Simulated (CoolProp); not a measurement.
Vapour-liquid equilibrium of acetone (1) + water (2) at 0.848 bar; x and y are mole fractions of (1).

Computed with CoolProp (multi-fluid Helmholtz-energy mixture model, Lemmon 2006 and Wagner 2002; pair parameters Bell 2016).

```tsv
x	bubble temperature (K)	y at the bubble point	dew temperature at overall composition x (K)	liquid density (mol/L)
0.05	348.7	0.550	366.9	48.35
0.2	330.6	0.813	362.5	36.51
0.35	328.9	0.832	357.4	28.50
0.5	328.6	0.835	351.2	22.93
0.65	327.8	0.852	343.2	18.92
0.8	326.3	0.894	331.9	15.93
0.95	324.6	0.968	325.0	13.65
```

No azeotrope shows between x = 0.05 and 0.95.

The pair parameters rest on a limited set of measurements; away from them the model extrapolates. With so large a gap from Raoult's law the liquid may split in two, which this calculation doesn't test in full.
